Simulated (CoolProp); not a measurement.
Values from CoolProp's reference Helmholtz-energy equation of state, Lemmon 2016.

Question: For R365MFC, give the phase and the Z, cp (kJ/(kg K)), isothermal compressibility (1/MPa) at 19.05 °C and 117 bar; 31.35 °C and 117 bar; 80.65 °C and 117 bar.

Answer: 
- 19.05 °C and 117 bar: liquid; Z 0.551, cp 1.35, isothermal compressibility 0.00150
- 31.35 °C and 117 bar: liquid; Z 0.538, cp 1.37, isothermal compressibility 0.00169
- 80.65 °C and 117 bar: liquid; Z 0.502, cp 1.45, isothermal compressibility 0.00284
